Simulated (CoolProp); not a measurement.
Properties of carbonyl sulfide along the isotherm 364.3 K (Tc = 378.8 K, pc = 63.69 bar, ω = 0.098).

The numbers come from the reference Helmholtz-energy equation of state, Lemmon 2006 in CoolProp. It is a short technical equation, of lower accuracy than the large ones.

```tsv
p (bar)	phase	speed of sound (m/s)	isothermal compressibility (1/MPa)	expansivity (1/kK)
0.503	gas	248.5	19.94	2.770
1.15	gas	?	8.756	2.803
2.61	gas	246.5	3.893	2.881
5.94	gas	?	?	3.073
13.5	gas	235.0	0.8153	3.612
30.7	gas	213.1	0.4412	?
70	liquid	?	?	7.946
159	liquid	536.1	0.008088	3.728
```

Task: Some entries are withheld; supply them.

Result: 
- 1.15, speed of sound (m/s): 247.9
- 5.94, speed of sound (m/s): 243.1
- 5.94, isothermal compressibility (1/MPa): 1.748
- 30.7, expansivity (1/kK): 5.959
- 70, speed of sound (m/s): 377.1
- 70, isothermal compressibility (1/MPa): 0.02436
